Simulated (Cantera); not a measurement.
A Cantera script and what it prints.

```python
import numpy as np
import cantera as ct

gas_names = """
    B BCL BCL2 BCL3 BN BO BOCL BO2 B2 B2O B2O2 B2O3 B3O3CL3 CL CLO CL2 N NO NO2 NO3 N2 N2O O O2 O3
""".split()
cond_names = """
    B(b) B(L) BN(s) B2O3(L)
""".split()


# ... load() reads the species with a 1 bar reference pressure and builds the phases ...
atoms = {
    'BN': {'B': 1, 'N': 1},
    'O2': {'O': 2},
    'N2': {'N': 2},
    'Cl2': {'CL': 2},
}
top_T = {'BN(s)': 3200}  # K; cautious upper limits of use, not melting points


# ... equilibrate(T, P, feed) seeds the gas with the atoms and calls Mixture.equilibrate('TP', solver="vcs", rtol=1e-11, max_steps=5000) ...
results = []
feed = {'BN': 1, 'O2': 0.12, 'N2': 7.5, 'Cl2': 31}  # mol
P = 26000  # Pa
for T in [948, 998, 1048, 1098, 1148, 1198, 1248, 1298, 1348, 1398, 1448, 1498, 1548, 1598]:
    mix = equilibrate(T, P, feed)
    results.append((T, P, feed, dict(zip(mix.species_names, mix.species_moles))))

top = {s: max(r[3][s] / sum(r[3][g] for g in gas_names) for r in results) for s in gas_names}
cols = sorted((s for s in top if top[s] > 0.001), key=lambda s: -top[s])[:9]
seen = [c for c in cond_names if any(r[3].get(c, 0) > 1e-12 for r in results)]
print("log10 of partial pressures in bar; condensed amounts in mol")
print(f"{'T/K':>10s}" + "".join(f"{s[:9]:>10s}" for s in cols + seen))
for T, P, feed, n in results:
    ng = sum(n[g] for g in gas_names)
    print(f"{T:10.4g}" + "".join(f"{np.log10(max(n[s] / ng * P / 1e5, 1e-99)):10.3f}" for s in cols)
          + "".join(f"{n.get(c, 0):10.4g}" for c in seen))
```

Output:

```
log10 of partial pressures in bar; condensed amounts in mol
       T/K       CL2        N2        CL      BCL3      BOCL   B3O3CL3
       948    -0.698    -1.268    -4.116    -2.291    -7.955    -3.268
       998    -0.698    -1.268    -3.773    -2.291    -7.336    -3.268
      1048    -0.699    -1.269    -3.462    -2.291    -6.776    -3.269
      1098    -0.699    -1.269    -3.180    -2.291    -6.269    -3.269
      1148    -0.700    -1.269    -2.922    -2.292    -5.807    -3.270
      1198    -0.702    -1.270    -2.686    -2.292    -5.384    -3.271
      1248    -0.705    -1.271    -2.468    -2.293    -4.996    -3.274
      1298    -0.709    -1.273    -2.268    -2.295    -4.639    -3.280
      1348    -0.714    -1.275    -2.084    -2.297    -4.312    -3.290
      1398    -0.722    -1.279    -1.914    -2.300    -4.011    -3.310
      1448    -0.733    -1.283    -1.757    -2.304    -3.737    -3.345
      1498    -0.748    -1.290    -1.613    -2.308    -3.493    -3.409
      1548    -0.767    -1.297    -1.481    -2.314    -3.282    -3.520
      1598    -0.792    -1.307    -1.360    -2.322    -3.113    -3.710
```

Cantera equilibrium calculation (NASA polynomials, part measured and part estimated; ideal gas, pure solids and liquids). The tables' values for BOCl are old estimates; treat these amounts as uncertain.
